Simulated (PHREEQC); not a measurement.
FeCl3 is added in steps, without added water, to 1 kg of water holding 3.3 mmol/kgw HF and 15 mmol/kgw CsF, at 25 °C. Oxygen is held at 0.21 atm. No CO2 enters from the air. Only these solids could form: Hematite.

Base run: PHREEQC, ion-association model, wateq4f.dat. Each further column changes one thing. The table gives pH.

```tsv
FeCl3 added (mol)	base	CsF from 0.015 to 0.03 mol/kgw	HF replaced by NaHF2 at the same molality	CsF from 0.015 to 0.0165 mol/kgw	no solid may form
0	3.83	4.12	3.91	3.87	3.83
0.00115	3.43	3.77	3.53	3.48	3.72
0.0023	3.14	3.54	3.26	3.20	3.59
0.00345	2.88	…	3.03	2.95	3.41
0.0046	2.62	3.20	2.80	2.71	…
0.00575	2.39	3.05	2.58	2.48	2.94
0.0069	2.21	2.90	2.37	2.28	2.77
0.00805	2.06	…	2.19	2.12	2.66
0.0092	1.95	…	2.06	2.00	…
```

Q: Complete the blanks.

A: 
- 0.00345, CsF from 0.015 to 0.03 mol/kgw: 3.36
- 0.0046, no solid may form: 3.18
- 0.00805, CsF from 0.015 to 0.03 mol/kgw: 2.73
- 0.0092, CsF from 0.015 to 0.03 mol/kgw: 2.56
- 0.0092, no solid may form: 2.61

Fluoro complexes past AlF4- and FeF3 are missing from the database. wateq4f.dat counts part of the HF as a dimer, H2F2, which phreeqc.dat doesn't know; its constant is uncertain. In at least one series the solution becomes supersaturated in solids that the run did not let form, among them Hematite. Solids allowed in the column 'HF replaced by NaHF2 at the same molality': Hematite, Halite.
